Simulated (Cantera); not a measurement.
A Cantera script and what it prints.

```python
import numpy as np
import cantera as ct

gas_names = [...]  # 49 gases of nasa_gas.yaml made of Cl, F, H, N, Si
cond_names = """
    NH4CL(a) NH4CL(b) Si(cr) Si(L) Si3N4(a)
""".split()


# ... load() reads the species with a 1 bar reference pressure and builds the phases ...
atoms = {
    'SiF4': {'Si': 1, 'F': 4},
    'NH3': {'N': 1, 'H': 3},
    'HCl': {'H': 1, 'CL': 1},
}
top_T = {'Si3N4(a)': 2400}  # K; cautious upper limits of use, not melting points


# ... equilibrate(T, P, feed) seeds the gas with the atoms and calls Mixture.equilibrate('TP', solver="vcs", rtol=1e-11, max_steps=5000) ...
results = []
feed = {'SiF4': 1, 'NH3': 17, 'HCl': 0.08}  # mol
P = 14000  # Pa
for T in [1173, 1223, 1273, 1323, 1373, 1423, 1473, 1523, 1573]:
    mix = equilibrate(T, P, feed)
    results.append((T, P, feed, dict(zip(mix.species_names, mix.species_moles))))

top = {s: max(r[3][s] / sum(r[3][g] for g in gas_names) for r in results) for s in gas_names}
cols = sorted((s for s in top if top[s] > 1e-05), key=lambda s: -top[s])[:5]
seen = [c for c in cond_names if any(r[3].get(c, 0) > 1e-12 for r in results)]
print("log10 of partial pressures in bar; condensed amounts in mol")
print(f"{'T/K':>10s}" + "".join(f"{s[:9]:>10s}" for s in cols + seen))
for T, P, feed, n in results:
    ng = sum(n[g] for g in gas_names)
    print(f"{T:10.4g}" + "".join(f"{np.log10(max(n[s] / ng * P / 1e5, 1e-99)):10.3f}" for s in cols)
          + "".join(f"{n.get(c, 0):10.4g}" for c in seen))
```

Result:

```
log10 of partial pressures in bar; condensed amounts in mol
       T/K        H2        N2      SiF4        HF      SiF3  Si3N4(a)
      1173    -0.993    -1.470    -2.409    -3.700    -5.130  0.002998
      1223    -0.993    -1.470    -2.413    -3.580    -4.796  0.003815
      1273    -0.993    -1.470    -2.418    -3.469    -4.490  0.004657
      1323    -0.994    -1.470    -2.425    -3.368    -4.209  0.005415
      1373    -0.994    -1.470    -2.435    -3.275    -3.952  0.005909
      1423    -0.995    -1.471    -2.448    -3.190    -3.716  0.005865
      1473    -0.995    -1.471    -2.467    -3.112    -3.502  0.004884
      1523    -0.996    -1.471    -2.494    -3.042    -3.309  0.002411
      1573    -0.997    -1.471    -2.527    -2.958    -3.155         0
```

Cantera equilibrium calculation (NASA polynomials, part measured and part estimated; ideal gas, pure solids and liquids). The tables' values for SiF3, SiF2 are old estimates; treat these amounts as uncertain.
